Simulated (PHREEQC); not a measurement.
Make-up at 25 °C: 0.2 mol/kgw CuCl2, 0.0025 mol/kgw H2SO4 and 0.01 mol/kgw H3BO3. Closed to the air; pH follows from the charge balance.

Computed with PHREEQC (ion-association model, phreeqc.dat).

This is a speciation only: nothing precipitates in the calculation.

Q: Predict the pH.

A: pH 2.43.

Q: In which forms is Cl present?

A: Cl- 89 %, CuCl+ 9.4 %, CuCl2 1.3 % of the Cl.
